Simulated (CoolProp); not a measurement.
Vapour-liquid equilibrium of CH2F2 (R32) (1) + propylene (2) at 252.8 K; x and y are mole fractions of (1).

The numbers come from the multi-fluid Helmholtz-energy mixture model, Tillner-Roth 1997 and Lemmon 2013; pair parameters Bell 2016 in CoolProp.

| x | bubble pressure, mixture model (kPa) | bubble pressure, Raoult's law (kPa) | y, mixture model | y, Raoult's law |
|---|---|---|---|---|
| 0.05 | 353.2 | 306.8 | 0.173 | 0.065 |
| 0.15 | 425.2 | 316.7 | … | 0.190 |
| 0.25 | 468.5 | 326.5 | 0.457 | 0.307 |
| 0.35 | 493.5 | 336.4 | 0.517 | 0.417 |
| 0.45 | … | 346.2 | … | 0.520 |
| 0.55 | 513.5 | 356.1 | … | 0.618 |
| 0.65 | … | 365.9 | 0.628 | 0.711 |
| 0.75 | … | 375.8 | 0.671 | 0.799 |
| 0.85 | 490.4 | 385.6 | 0.737 | 0.883 |
| 0.95 | 444.2 | 395.5 | … | 0.962 |

Problem. Complete the blanks.

Solution. 
- 0.15, y, mixture model: 0.359
- 0.45, bubble pressure, mixture model (kPa): 507.1
- 0.45, y, mixture model: 0.560
- 0.55, y, mixture model: 0.594
- 0.65, bubble pressure, mixture model (kPa): 514.3
- 0.75, bubble pressure, mixture model (kPa): 508.6
- 0.95, y, mixture model: 0.870

The largest gap from Raoult's law is +46.7 % in bubble pressure, at x = 0.35. y crosses x between x = 0.55 and 0.65: the model has an azeotrope there.

The pair parameters rest on a limited set of measurements; away from them the model extrapolates.
